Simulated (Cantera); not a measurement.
Mixture: CH₄ : CO : O₂ : N₂ = 1 : 0.085 : 2.96 : 18.1 (molar parts), at 4.93 atm, adiabatic and at constant volume. Ignition delay is the time to a rise of 400 K.

Cantera simulation using GRI-Mech 3.0 (53 species, 325 reactions); the numbers are that mechanism's predictions, not measurements.

Predict: delay at 1225 K; delay at 1300 K; delay at 1375 K; delay at 1450 K; delay at 1525 K; delay at 1600 K; apparent activation energy between 1450 and 1600 K.


```json
{
 "delay at 1225 K": "9.68 ms",
 "delay at 1300 K": "3.82 ms",
 "delay at 1375 K": "1.60 ms",
 "delay at 1450 K": "0.711 ms",
 "delay at 1525 K": "0.333 ms",
 "delay at 1600 K": "0.166 ms",
 "apparent activation energy between 1450 and 1600 K": "190 kJ/mol"
}
```
